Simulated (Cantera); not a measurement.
An isothermal, constant-pressure homogeneous reactor starts with 15.4 % CH₄, 66.2 % CO₂, 18.5 % H₂, at 1675 K and 18.0 bar.

Model: GRI-Mech 3.0 (53 species, 325 reactions), integrated in Cantera. The pressure lies above the range GRI-Mech 3.0 was tuned for (to about 10 atm).

x: mole fraction; the columns are a selection and need not sum to one.

```
t (s)        x CH₄  x CO₂    x H₂       x CH₂      x O₂     x CH₃
--------  --------  -----  ------  ----------  --------  --------
1.00e-6      0.154  0.662   0.185    1.81e-10    <1e-12   2.54e-5
4.20e-6      0.154  0.661   0.185  (withheld)    <1e-12   8.66e-5
1.76e-5      0.153  0.661   0.184  (withheld)  1.36e-12  0.000130
7.40e-5      0.152  0.658   0.182     6.40e-9  6.95e-12  0.000151
0.000311     0.149  0.644   0.174  (withheld)  2.53e-11  0.000156
0.00130      0.133  0.592   0.146  (withheld)  5.04e-11  0.000152
0.00548     0.0834  0.449  0.0914  (withheld)  7.36e-11  0.000123
0.0230      0.0268  0.307  0.0797  (withheld)  6.93e-11   5.13e-5
0.0965      0.0179  0.239   0.113  (withheld)  3.85e-11   2.97e-5
0.405      0.00738  0.190   0.150    9.49e-10  2.61e-11   1.06e-5
1.70      0.000242  0.176   0.163    1.96e-11  2.25e-11   3.33e-7
7.15       1.88e-6  0.176   0.164      <1e-12  2.26e-11   2.60e-9
30.0       1.88e-6  0.176   0.164      <1e-12  2.26e-11   2.60e-9
```

### Question
Some entries are withheld; supply them.

### Answer

- 4.20e-6, x CH₂: 2.11e-9
- 1.76e-5, x CH₂: 4.76e-9
- 0.000311, x CH₂: 6.92e-9
- 0.00130, x CH₂: 7.91e-9
- 0.00548, x CH₂: 1.37e-8
- 0.0230, x CH₂: 1.90e-8
- 0.0965, x CH₂: 6.81e-9
